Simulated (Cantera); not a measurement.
An isothermal, constant-pressure homogeneous reactor starts with CH4 : N2 = 1 : 5.9 (molar parts), at 1800 K and 0.0133 bar. Integrator tolerance rtol = 1e-08.

Cantera simulation using GRI-Mech 3.0 (53 species, 325 reactions); the numbers are that mechanism's predictions, not measurements. GRI-Mech 3.0 stops at C3 and has no aromatics, soot or wall deposition, so with more carbon than oxygen in the feed, carbon stays in small species such as C2H2 where larger ones or solid carbon would form. Radical loss at walls, strong at low pressure, is not modelled.

Q: What does this change do: pressure from 0.0133 bar to 0.00140 bar?

A: 
```
quantity                                             before                                     after
-----------------  ----------------------------------------  ----------------------------------------
x(CH4) at 2.00 s   0.000356 (gas-phase equilibrium 9.70e-6)    0.0123 (gas-phase equilibrium 1.00e-6)
x(HCN) at 2.00 s     3.22e-5 (gas-phase equilibrium 0.0794)    6.03e-6 (gas-phase equilibrium 0.0793)
x(H) at 2.00 s      0.00123 (gas-phase equilibrium 0.00136)  0.000585 (gas-phase equilibrium 0.00417)
x(C2H4) at 2.00 s   4.01e-6 (gas-phase equilibrium 1.38e-6)  0.000134 (gas-phase equilibrium 1.43e-7)
x(H2) at 2.00 s         0.189 (gas-phase equilibrium 0.189)       0.173 (gas-phase equilibrium 0.187)
```

Q: What does this change do: pressure from 0.0133 bar to 1.50 bar?

A: 
| quantity | before | after |
|---|---|---|
| x(CH4) at 2.00 s | 0.000356 (gas-phase equilibrium 9.70e-6) | 0.00175 (gas-phase equilibrium 0.00108) |
| x(HCN) at 2.00 s | 3.22e-5 (gas-phase equilibrium 0.0794) | 8.76e-6 (gas-phase equilibrium 0.0789) |
| x(H) at 2.00 s | 0.00123 (gas-phase equilibrium 0.00136) | 0.000127 (gas-phase equilibrium 0.000128) |
| x(C2H4) at 2.00 s | 4.01e-6 (gas-phase equilibrium 1.38e-6) | 0.000405 (gas-phase equilibrium 0.000152) |
| x(H2) at 2.00 s | 0.189 (gas-phase equilibrium 0.189) | 0.187 (gas-phase equilibrium 0.188) |
